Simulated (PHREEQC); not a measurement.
Consider water at 25 °C with 1.3 mmol/kgw KHCO3, 0.47 mmol/kgw Na2B4O7 and 100 mmol/kgw KCl. Closed to the air; pH follows from the charge balance.

Equilibrium calculation in PHREEQC: ion-association model, wateq4f.dat.

No solid was allowed to form.

What pH does the model give?

pH 8.99.

In which forms is C present?

HCO3- 91 %, CO3-2 8.5 % of the C.
